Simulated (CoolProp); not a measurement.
Vapour-liquid equilibrium of propane (1) + neopentane (2) at 336 K; x and y are mole fractions of (1).

Model: multi-fluid Helmholtz-energy mixture model, Lemmon 2009 and Lemmon 2006; pair parameters Bell 2016, in CoolProp.

| x | bubble pressure (kPa) | y at the bubble point | dew pressure at overall composition x (kPa) | liquid density (mol/L) |
|---|---|---|---|---|
| 0.05 | ? | 0.112 | ? | 7.592 |
| 0.2 | 669.0 | 0.378 | ? | 7.968 |
| 0.35 | 831.2 | 0.581 | 652.0 | 8.365 |
| 0.5 | 1045 | 0.740 | ? | 8.769 |
| 0.65 | 1327 | 0.858 | 909.4 | 9.157 |
| 0.8 | 1684 | ? | 1166 | ? |
| 0.95 | 2098 | ? | ? | 9.607 |

Task: What belongs in the gaps?

Result: 
- 0.05, bubble pressure (kPa): 536.2
- 0.05, dew pressure at overall composition x (kPa): 512.2
- 0.2, dew pressure at overall composition x (kPa): 573.8
- 0.5, dew pressure at overall composition x (kPa): 756.8
- 0.8, y at the bubble point: 0.938
- 0.8, liquid density (mol/L): 9.476
- 0.95, y at the bubble point: 0.988
- 0.95, dew pressure at overall composition x (kPa): 1766

No azeotrope shows between x = 0.05 and 0.95.

Pair parameters are fitted to limited data, so mixtures are less certain than the pure fluids.
